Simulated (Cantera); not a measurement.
A freely propagating, adiabatic, planar premixed flame of CH4 : O2 : N2 : H2O = 1 : 1.54 : 4.31 : 0.16 (molar parts), unburnt at 525 K and 28000 Pa; mixture-averaged transport, grid criteria slope 0.08 and curve 0.16, no radiation.

Cantera simulation using GRI-Mech 3.0 (53 species, 325 reactions); the numbers are that mechanism's predictions, not measurements. Burning velocities carry a grid error of a few per cent, more on coarse grids.

**Question.** What does this change do: inlet temperature 525 to 325 K?

**Answer.** 
```csv
quantity,before,after
laminar burning velocity,147 cm/s,69.0 cm/s
thermal thickness,0.943 mm,1.08 mm
peak x(C2H),3.60e-6,2.23e-6
```

**Question.** What does this change do: 0.28 parts CO2 added?

**Answer.** 
```
quantity                    before     after
------------------------  --------  --------
laminar burning velocity  147 cm/s  122 cm/s
thermal thickness         0.943 mm   1.05 mm
peak x(C2H)                3.60e-6   2.33e-6
```
